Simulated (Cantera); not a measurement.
Input: 1 mol Si₂Cl₆, 6.5 mol NH₃, 12 mol N₂, at 1298.15 K and 0.520 bar.

Cantera equilibrium calculation (NASA polynomials, part measured and part estimated; ideal gas, pure solids and liquids). Candidate condensed phases: NH₄Cl, Si, Si₃N₄; 28 gas species. The feed counts by its element totals alone. The tables' values for SiCl₃ are old estimates; treat these amounts as uncertain. Equilibrium is a limit: real reactors are often held back by kinetics, nucleation or transport.

What is the equilibrium state?


- x(N₂): 0.526
- x(H₂): 0.262
- x(HCl): 0.207
- x(SiCl₄): 0.00409
- x(SiHCl₃): 0.000233
- x(SiCl₃): 0.000208
- x(SiCl₂): 6.31e-5
- x(NH₃): 6.33e-6
- x(SiH₂Cl₂): 1.88e-6
- n(Si₃N₄(s)): 0.626 mol
- gas amount: 26.63 mol
- log10 activity of Si(s) (absent): -3.84
